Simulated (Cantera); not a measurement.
A freely propagating, adiabatic, planar premixed flame of 7.45 % CH4, 17.3 % O2, 65.1 % N2, 2.68 % CO2, 7.45 % H2O, equivalence ratio 0.86, unburnt at 400 K and 7.80 bar; mixture-averaged transport, grid criteria slope 0.08 and curve 0.16, no radiation.

Detailed kinetics in Cantera: GRI-Mech 3.0 (53 species, 325 reactions). Burning velocities carry a grid error of a few per cent, more on coarse grids.

Predict: laminar burning velocity; thermal thickness; peak x(C2H); peak x(C2H6).


- laminar burning velocity = 10.5 cm/s
- thermal thickness = 0.207 mm
- peak x(C2H) = 3.88e-8
- peak x(C2H6) = 0.000394
